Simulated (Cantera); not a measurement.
A Cantera script and its output.

```python
import numpy as np
import cantera as ct

gas = ct.Solution("h2o2.yaml")
gas.TPX = 623, 360000, {'H2': 1, 'O2': 0.312, 'N2': 1.5, 'H2O': 0.75}
flame = ct.FreeFlame(gas, width=0.016)
flame.set_refine_criteria(ratio=3, slope=0.08, curve=0.16)
flame.transport_model = "mixture-averaged"
flame.solve(loglevel=0, auto=True)
z, T = flame.grid, flame.T
thick = (T[-1] - T[0]) / np.gradient(T, z).max()
show = ['H2', 'O2', 'H2O', 'O', 'HO2', 'H']
print(f"laminar burning velocity  {flame.velocity[0] * 100:.3f} cm/s")
print(f"burnt temperature         {T[-1]:.1f} K")
print(f"thermal thickness         {thick * 1e3:.4f} mm")
print(f"grid points               {len(z)}")
z0 = z[flame.heat_release_rate.argmax()]
print(f"{'z/mm':>9s}{'T/K':>9s}{'u/(m/s)':>9s}" + "".join(f"{s:>11s}" for s in show))
rows = []
for k in (-3, -2, -1.5, -1, -0.5, -0.25, 0, 0.25, 0.5, 1, 2, 4, 8):
    zz = z0 + k * thick
    rows.append([k * thick, np.interp(zz, z, T), np.interp(zz, z, flame.velocity),
                 *(np.interp(zz, z, flame.X[gas.species_index(s)]) for s in show)])
    print(f"{rows[-1][0] * 1e3:9.3f}{rows[-1][1]:9.1f}{rows[-1][2]:9.3f}" + "".join(f"{x:11.3e}" for x in rows[-1][3:]))
```

Output:

```
laminar burning velocity  349.399 cm/s
burnt temperature         1876.3 K
thermal thickness         0.0878 mm
grid points               109
     z/mm      T/K  u/(m/s)         H2         O2        H2O          O        HO2          H
   -0.263    623.0    3.493  2.805e-01  8.762e-02  2.106e-01  2.066e-12  1.664e-08  7.174e-14
   -0.176    623.2    3.491  2.798e-01  8.770e-02  2.109e-01  6.420e-11  1.502e-07  2.229e-12
   -0.132    624.1    3.489  2.780e-01  8.791e-02  2.115e-01  2.077e-09  1.621e-06  7.645e-11
   -0.088    630.4    3.499  2.720e-01  8.854e-02  2.137e-01  4.979e-08  1.865e-05  4.007e-09
   -0.044    732.0    3.948  2.446e-01  8.784e-02  2.292e-01  8.837e-06  6.277e-04  5.040e-05
   -0.022    976.5    5.152  2.116e-01  7.671e-02  2.631e-01  1.258e-04  7.026e-04  1.254e-03
    0.000   1275.8    6.639  1.718e-01  5.374e-02  3.146e-01  5.783e-04  3.286e-04  6.135e-03
    0.022   1486.8    7.692  1.385e-01  2.952e-02  3.617e-01  9.123e-04  1.449e-04  1.224e-02
    0.044   1604.9    8.281  1.193e-01  1.416e-02  3.905e-01  8.129e-04  6.271e-05  1.547e-02
    0.088   1709.7    8.793  1.074e-01  3.351e-03  4.115e-01  4.693e-04  1.387e-05  1.505e-02
    0.176   1780.6    9.126  1.064e-01  5.878e-04  4.189e-01  2.083e-04  2.643e-06  1.050e-02
    0.351   1826.2    9.334  1.080e-01  1.538e-04  4.220e-01  7.238e-05  7.842e-07  6.064e-03
    0.702   1852.2    9.449  1.092e-01  4.455e-05  4.238e-01  2.069e-05  2.315e-07  3.197e-03
```

Model: the H2/O2 subset of GRI-Mech 3.0, which has no nitrogen chemistry, integrated in Cantera. The hydrogen kinetics of GRI-Mech 3.0 are dated; newer H2 mechanisms differ, most at raised pressure. Burning velocities carry a grid error of a few per cent, more on coarse grids.
